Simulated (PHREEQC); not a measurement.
A column of 0.5 m (30 cells, dispersivity 0.018 m, 3600 s a shift, diffusion coefficient 3e-10 m²/s) holds 0.034 eq of the database's cation exchanger X per kg of pore water, first in equilibrium with 0.065 mol BaCl2 and 1e-05 mol HCl per kg of water. It is flushed with 0.00089 mol KCl, 0.019 mol MnCl2 and 1e-05 mol HCl per kg of water, at 25 °C. Values are for the last cell. The system is closed to CO2. Nothing may precipitate in this run.

Computed with PHREEQC (ion-association model, phreeqc.dat).

**Question.** Predict Mn in solution (mol/kgw) at pore volumes = 0.95, 1.483, 2.15, 2.417.

**Answer.** 
```tsv
pore volumes	Mn in solution (mol/kgw)
0.95	0.00357
1.483	0.00818
2.15	0.0130
2.417	0.0144
```
